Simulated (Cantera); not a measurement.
Cantera with NASA thermochemical tables; ideal gases at 1 bar, condensed phases pure. Values are per mole of reaction as written; species without (g) are pure solids or liquids, kept so even where they would boil at 1 bar.

2 H(g) + NbO2(g) → Nb + H2O2(g)

| T (K) | ΔH° (kJ) | ΔS° (J/K) | ΔG° (kJ) | log10 K |
|---|---|---|---|---|
| 1425 | (withheld) | (withheld) | (withheld) | (withheld) |
| 1525 | -382.9 | -249.8 | -1.9 | 0.07 |
| 1625 | -382.7 | -249.7 | 23.1 | -0.74 |
| 1725 | (withheld) | (withheld) | (withheld) | (withheld) |
| 1825 | -381.8 | -249.2 | 72.9 | -2.09 |
| 1925 | -381.2 | -248.8 | 97.8 | -2.65 |
| 2025 | -380.4 | -248.4 | 122.7 | -3.17 |

Q: Complete the blanks.

A: 
- 1425, ΔH° (kJ): -382.9
- 1425, ΔS° (J/K): -249.8
- 1425, ΔG° (kJ): -26.9
- 1425, log10 K: 0.99
- 1725, ΔH° (kJ): -382.3
- 1725, ΔS° (J/K): -249.5
- 1725, ΔG° (kJ): 48.0
- 1725, log10 K: -1.45
